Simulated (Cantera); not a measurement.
**Thermodynamics of metals in furnace atmospheres, feed Fe + SO₂ + CO + O₂**

A closed system holds: 1 mol Fe, 0.55 mol SO₂, 26 mol CO, 0.086 mol O₂, at 2.50 bar.

Equilibrium computed with Cantera from the NASA thermochemical tables; the gas is ideal and each condensed phase is pure. Candidate condensed phases: C, Fe, Fe(CO)₅, FeO, FeS, FeSO₄, FeS₂, Fe₂O₃, Fe₂(SO₄)₃, Fe₃O₄, S; 25 gas species. Metal and sulfide melt together well below either melting point, which pure phases cannot show. Mutual solubility and eutectic melting of coexisting phases are not modelled. FeS: taken at fixed stoichiometry. Equilibrium is a limit: real reactors are often held back by kinetics, nucleation or transport.

| T (K) | x CO | x CO₂ | x COS | x S₂ | x Fe | x SO | n Fe(γ) | n FeS(s) | n FeS(l) | n Fe(δ) |
|---|---|---|---|---|---|---|---|---|---|---|
| 1398 | 0.951 | 0.0489 | 0.000338 | 1.24e-6 | 5.83e-9 | 1.02e-8 | 0.459 | 0.541 | 0 | 0 |
| 1423 | 0.951 | 0.0489 | 0.000374 | 1.99e-6 | 1.07e-8 | 1.81e-8 | 0.460 | 0.540 | 0 | 0 |
| 1448 | 0.951 | 0.0489 | 0.000413 | 3.13e-6 | 1.91e-8 | 3.13e-8 | 0.461 | 0.539 | 0 | 0 |
| 1473 | 0.951 | 0.0489 | 0.000446 | 4.67e-6 | 3.34e-8 | 5.23e-8 | 0.462 | 0 | 0.538 | 0 |
| 1498 | 0.951 | 0.0489 | 0.000468 | 6.53e-6 | 5.75e-8 | 8.36e-8 | 0.463 | 0 | 0.537 | 0 |
| 1523 | 0.951 | 0.0489 | 0.000490 | 9.02e-6 | 9.71e-8 | 1.32e-7 | 0.463 | 0 | 0.537 | 0 |
| 1548 | 0.951 | 0.0489 | 0.000513 | 1.23e-5 | 1.61e-7 | 2.04e-7 | 0.464 | 0 | 0.536 | 0 |
| 1573 | 0.951 | 0.0489 | 0.000535 | 1.67e-5 | 2.63e-7 | 3.11e-7 | 0.465 | 0 | 0.535 | 0 |
| 1598 | 0.950 | 0.0489 | 0.000558 | 2.23e-5 | 4.23e-7 | 4.69e-7 | 0.466 | 0 | 0.534 | 0 |
| 1623 | 0.950 | 0.0489 | 0.000582 | 2.97e-5 | 6.69e-7 | 6.98e-7 | 0.467 | 0 | 0.533 | 0 |
| 1648 | 0.950 | 0.0489 | 0.000605 | 3.90e-5 | 1.04e-6 | 1.03e-6 | 0.468 | 0 | 0.532 | 0 |
| 1673 | 0.950 | 0.0489 | 0.000629 | 5.09e-5 | 1.61e-6 | 1.49e-6 | 0 | 0 | 0.531 | 0.469 |
| 1698 | 0.950 | 0.0489 | 0.000653 | 6.60e-5 | 2.44e-6 | 2.14e-6 | 0 | 0 | 0.529 | 0.471 |
x: gas mole fraction; n: condensed amount in mol.

From 1398 K to 1448 K the condensed part is Fe(γ) + FeS(s). From 1473 K to 1648 K the condensed part is Fe(γ) + FeS(l). From 1673 K to 1698 K the condensed part is Fe(δ) + FeS(l).
